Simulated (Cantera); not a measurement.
# Catalytic stagnation flow on Pt

A jet of H2 : O2 : N2 = 0.011 : 0.097 : 0.79 (molar parts), equivalence ratio 0.057 at 300 K and 24000 Pa hits a platinum plate 6.8 cm away at a mass flux of 0.13 kg/m²/s; the plate temperature is set and raised in steps from an oxygen-covered start.

Model: Deutschmann's 1995 Pt surface mechanism with GRI-Mech 3.0 gas chemistry, integrated in Cantera. Catalytic surfaces can have several steady states; this one follows from the mechanism file's or the stated starting coverage.

| plate T (K) | wall x H2 | wall x O2 | wall x H2O | wall x OH | θ free Pt | θ O* | θ OH* |
|---|---|---|---|---|---|---|---|
| 500 | 0.00134 | 0.0962 | 0.0217 | <1e-8 | 0.0204 | 0.966 | 0.0131 |
| 550 | 0.00134 | 0.0962 | 0.0215 | <1e-8 | 0.0216 | 0.971 | 0.00749 |
| 600 | 0.00133 | 0.0962 | 0.0214 | <1e-8 | 0.0227 | 0.973 | 0.00467 |
| 650 | 0.00130 | 0.0962 | 0.0213 | <1e-8 | 0.0243 | 0.973 | 0.00314 |
| 700 | 0.00117 | 0.0961 | 0.0214 | <1e-8 | 0.0286 | 0.969 | 0.00236 |
| 750 | 0.000847 | 0.0958 | 0.0219 | <1e-8 | 0.0419 | 0.956 | 0.00207 |
| 800 | 0.000544 | 0.0955 | 0.0224 | <1e-8 | 0.0691 | 0.929 | 0.00199 |
| 850 | 0.000363 | 0.0954 | 0.0226 | <1e-8 | 0.110 | 0.889 | 0.00192 |
x: mole fraction at the wall; θ: surface coverage.
